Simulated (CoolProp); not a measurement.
Model: reference Helmholtz-energy equation of state, Lemmon 2006, in CoolProp. It is a short technical equation, of lower accuracy than the large ones.

Task: For nitrous oxide, give the phase and the cv (kJ/(kg K)), speed of sound (m/s), Joule-Thomson coefficient (K/MPa), isothermal compressibility (1/MPa) at 314.8 K and 7.6 bar; 314.8 K and 61.6 bar; 314.8 K and 104 bar.

Result: 
- 314.8 K and 7.6 bar: gas; cv 0.717, speed of sound 269, Joule-Thomson coefficient 9.69, isothermal compressibility 1.36
- 314.8 K and 61.6 bar: gas; cv 0.895, speed of sound 218, Joule-Thomson coefficient 9.85, isothermal compressibility 0.309
- 314.8 K and 104 bar: supercritical; cv 0.942, speed of sound 341, Joule-Thomson coefficient 1.67, isothermal compressibility 0.0459
